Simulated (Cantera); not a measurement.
A closed system holds: 1 mol C2H2, 0.95 mol O2, 0.41 mol H2, held at 1425 °C and 825 Torr.

Cantera equilibrium calculation (NASA polynomials, part measured and part estimated; ideal gas, pure solids and liquids). Candidate condensed phases: C, C6H6, C7H8, C8H18, H2O; 110 gas species. Rates play no part.

Base state: CO 0.574, H2 0.425, CH4 0.000220, H2O 0.000131, H 8.99e-5, CO2 5.19e-5, C2H2 (acetylene) 3.07e-5 (mole fractions); condensed: C(graphite).

Task: What changes in the equilibrium state with this change: pressure from 825 Torr to 1.00 Torr?

Result: 
```tsv
species	before	after
CO	0.574	0.573
H2	0.425	0.424
H	8.99e-5	0.00258
CH4	0.000220	2.65e-7
H2O	0.000131	1.58e-7
CO2	5.19e-5	6.27e-8
C2H2 (acetylene)	3.07e-5	3.06e-5
C(graphite), mol	0.0997	0.0998
```
